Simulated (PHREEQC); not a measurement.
0.08 g of hydrous ferric oxide (600 m²/g; 0.2 weak and 0.005 strong sites per Fe, Dzombak-Morel constants, diffuse double layer) in 1 kg of water with 0.005 mol/kgw of an inert sodium salt and 4.7e-06 mol/kgw Na2SO4, at 25 °C; the pH is set by adding NaOH or the inert anion's acid. O2 is buffered at 0.21 atm. CO2 from the air is kept out. No solid was allowed to form.

All values are PHREEQC results (ion-association model, wateq4f.dat), not measurements.

| pH | S sorbed (%) | surface charge σ (C/m²) | surface potential ψ (mV) |
|---|---|---|---|
| 4 | 99.9 | 0.173 | 191 |
| 4.67 | 99.7 | 0.109 | 168 |
| 5.33 | 97.4 | 0.064 | 141 |
| 6 | 77.9 | 0.035 | 110 |
| 6.67 | 23.2 | 0.018 | 78 |
| 7.33 | 2.0 | 0.008 | 44 |
| 8 | 0.1 | 0.001 | 6 |
| 8.67 | 0.0 | -0.005 | -32 |
| 9.33 | 0.0 | -0.014 | -68 |
| 10 | 0.0 | -0.030 | -103 |
| 10.67 | 0.0 | [?] | [?] |
| 11.33 | 0.0 | -0.111 | [?] |
| 12 | 0.0 | -0.215 | -172 |

**Question.** Complete the blanks.

**Answer.** 
- 10.67, surface charge σ (C/m²): -0.059
- 10.67, surface potential ψ (mV): -134
- 11.33, surface potential ψ (mV): -159

Species that the database lacks are ignored.
